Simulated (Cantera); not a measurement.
A freely propagating, adiabatic, planar premixed flame of 9.62 % CH₄, 3.33 % H₂, 18.3 % O₂, 68.8 % N₂, equivalence ratio 1.1, unburnt at 425 K and 750 Torr; mixture-averaged transport, grid criteria slope 0.08 and curve 0.16, no radiation.

Model: GRI-Mech 3.0 (53 species, 325 reactions), integrated in Cantera. Burning velocities carry a grid error of a few per cent, more on coarse grids.

### Question
Predict: laminar burning velocity; thermal thickness; peak x(HCN); peak x(OH); peak x(C₂H₄).

### Answer
| Property | Value |
|---|---|
| laminar burning velocity | 82.6 cm/s |
| thermal thickness | 0.344 mm |
| peak x(HCN) | 8.09e-6 |
| peak x(OH) | 0.00819 |
| peak x(C₂H₄) | 0.000566 |
